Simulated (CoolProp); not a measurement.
Vapour-liquid equilibrium of acetone (1) + benzene (2) at 69.85 °C; x and y are mole fractions of (1).

The numbers come from the multi-fluid Helmholtz-energy mixture model, Lemmon 2006 and Thol 2012; pair parameters Bell 2016 in CoolProp.

```tsv
x	bubble pressure (MPa)	y at the bubble point	dew pressure at overall composition x (MPa)	liquid density (mol/L)
0.05	0.08043	0.132	0.07577	10.64
0.125	0.09010	0.279	0.08000	10.75
0.2	0.09861	0.389	0.08467	10.88
0.275	0.1062	0.477	0.08980	11.01
0.35	0.1131	0.551	0.09545	11.14
0.425	0.1195	0.615	0.1016	11.28
0.5	0.1254	0.672	0.1083	11.43
0.575	0.1310	0.725	0.1155	11.58
0.65	0.1363	0.776	0.1231	11.75
0.725	0.1414	0.825	0.1309	11.92
0.8	0.1463	0.872	0.1388	12.09
0.875	0.1511	0.920	0.1466	12.28
0.95	0.1558	0.968	0.1541	12.47
```

No azeotrope shows between x = 0.05 and 0.95.

The pair parameters rest on a limited set of measurements; away from them the model extrapolates.
